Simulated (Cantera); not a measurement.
Input: 1 mol (CH₃)₂SiCl₂, 1.2 mol C₂H₂, 17 mol H₂, 0.19 mol Cl₂, at 13.3 mbar.

Equilibrium computed with Cantera from the NASA thermochemical tables; the gas is ideal and each condensed phase is pure. Candidate condensed phases: C, C₆H₆, C₇H₈, C₈H₁₈, Si, SiC; 109 gas species. The feed counts by its element totals alone. Gases not in the tables: Si₂H₆ and higher silanes. The numbers say what is thermodynamically allowed, not how fast it happens.

Task: What share of the Si ends up in condensed phases as a function of T (K), at 2173, 2223, 2273, 2323, 2373, 2423, 2473, 2523?

Result: 
```
T (K)  Si condensed (%)      as
-----  ----------------  ------
2173               88.3  SiC(s)
2223               81.7  SiC(s)
2273               69.8  SiC(s)
2323               48.5  SiC(s)
2373               10.0  SiC(s)
2423                0.0       -
2473                0.0       -
2523                0.0       -
```
